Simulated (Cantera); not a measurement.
An isothermal, constant-pressure homogeneous reactor starts with H₂ : O₂ : N₂ = 0.0089 : 1 : 0.4 (molar parts), equivalence ratio 0.0044, at 1248 K and 0.00370 bar.

Computed with Cantera and GRI-Mech 3.0 (53 species, 325 reactions). Radical loss at walls, strong at low pressure, is not modelled.

One state of this run: x H₂ = 1.48e-5; x O₂ = 0.706; x NO = 1.54e-8; x H = 0.000110; x H₂O = 0.00602; x H₂O₂ = 2.74e-9; x N₂O = 2.43e-9. x: mole fraction; the columns are a selection and need not sum to one.

Problem. Which value of t (s) does it belong to?
A) 0.147
B) 2.43
C) 40.0
D) 8.12e-6

Solution. B, 2.43
